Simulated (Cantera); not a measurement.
Charge: 1 mol SiH4, 0.021 mol CH4, 63 mol H2, equilibrated at 100000 Pa.

Cantera equilibrium calculation (NASA polynomials, part measured and part estimated; ideal gas, pure solids and liquids). Candidate condensed phases: C, C6H6, C7H8, C8H18, Si, SiC; 87 gas species. Mutual solubility and eutectic melting of coexisting phases are not modelled. Gases not in the tables: Si2H6 and higher silanes. The numbers say what is thermodynamically allowed, not how fast it happens.

x: gas mole fraction; n: condensed amount in mol.

| T (K) | x H2 | x H | x SiH2 | x CH4 | n Si(s) | n SiC(s) | n Si(l) |
|---|---|---|---|---|---|---|---|
| 1673 | 1.000 | 0.000114 | 1.10e-5 | 1.62e-5 | 0.979 | 0.0199 | 0 |
| 1698 | 1.000 | (withheld) | (withheld) | 1.62e-5 | 0 | 0.0199 | 0.979 |
| 1723 | 1.000 | 0.000182 | 1.70e-5 | 1.68e-5 | 0 | 0.0199 | 0.979 |
| 1748 | 1.000 | 0.000228 | 2.05e-5 | 1.73e-5 | 0 | 0.0199 | 0.978 |
| 1773 | 1.000 | (withheld) | (withheld) | 1.79e-5 | 0 | 0.0198 | 0.978 |
| 1798 | 1.000 | 0.000352 | 2.95e-5 | 1.85e-5 | 0 | 0.0198 | 0.978 |
| 1823 | 1.000 | 0.000433 | 3.51e-5 | 1.90e-5 | 0 | 0.0197 | 0.977 |

Problem. Fill in the missing entries.

Solution. 
- 1773, x H: 0.000284
- 1773, x SiH2: 2.47e-5
- 1698, x H: 0.000145
- 1698, x SiH2: 1.40e-5
